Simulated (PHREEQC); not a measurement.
Solution (23 °C): 0.011 mol ZnSO4 and 6.1e-05 mol Na2SO4 per kg of water. Closed to the air; pH follows from the charge balance.

Equilibrium calculation in PHREEQC: ion-association model, phreeqc.dat.

This is a speciation only: nothing precipitates in the calculation.

Q: Order these Zn species by the share of Zn that they hold, largest first: ZnSO4, Zn+2, Zn(SO4)2-2.

A: Zn+2 (67 %), ZnSO4 (31 %), Zn(SO4)2-2 (1.9 %)

The pH is 5.78 and the ionic strength 0.0296 mol/kgw.
